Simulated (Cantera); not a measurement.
**Adiabatic ignition**

An adiabatic, constant-pressure homogeneous reactor starts with CH₄ : CO : O₂ : N₂ = 1 : 1.4 : 2.25 : 8.46 (molar parts), equivalence ratio 1.2, at 1175 K and 1.00 bar.

Model: GRI-Mech 3.0 (53 species, 325 reactions), integrated in Cantera.

| t (s) | T (K) | x CH₄ | x CO | x O₂ | x OH | x HO₂ | x CH₃ |
|---|---|---|---|---|---|---|---|
| 2.00e-6 | 1175 | 0.0763 | 0.107 | 0.172 | 2.14e-10 | 7.39e-10 | 1.72e-9 |
| 7.52e-6 | 1175 | 0.0763 | 0.107 | 0.172 | 3.50e-10 | 2.76e-9 | 1.02e-8 |
| 2.83e-5 | 1175 | 0.0763 | 0.107 | 0.172 | 3.98e-10 | 9.76e-9 | 4.54e-8 |
| 0.000106 | 1175 | 0.0763 | 0.107 | 0.172 | 5.45e-10 | 2.89e-8 | 1.89e-7 |
| 0.000399 | 1175 | 0.0763 | 0.107 | 0.172 | 9.81e-10 | 5.45e-8 | 8.25e-7 |
| 0.00150 | 1175 | 0.0763 | 0.107 | 0.172 | 2.50e-9 | 7.77e-8 | 3.52e-6 |
| 0.00565 | 1175 | 0.0762 | 0.107 | 0.172 | 4.73e-9 | 1.50e-7 | 6.87e-6 |
| 0.0212 | 1177 | 0.0760 | 0.107 | 0.171 | 7.79e-9 | 4.24e-7 | 8.76e-6 |
| 0.0798 | 1197 | 0.0735 | 0.106 | 0.169 | 4.70e-8 | 2.96e-6 | 2.13e-5 |
| 0.300 | 2650 | <1e-12 | 0.0820 | 0.00913 | 0.0116 | 2.22e-6 | <1e-12 |
x: mole fraction; the columns are a selection and need not sum to one.

| Item | Value |
|---|---|
| time of steepest temperature rise | 0.108 s |
| temperature at 0.300 s | 2650 K |
| equilibrium temperature | 2650 K |
| x(CH₄) at 0.300 s | <1e-12 (gas-phase equilibrium <1e-12) |
| x(CO) at 0.300 s | 0.0820 (gas-phase equilibrium 0.0820) |
| x(O₂) at 0.300 s | 0.00913 (gas-phase equilibrium 0.00913) |
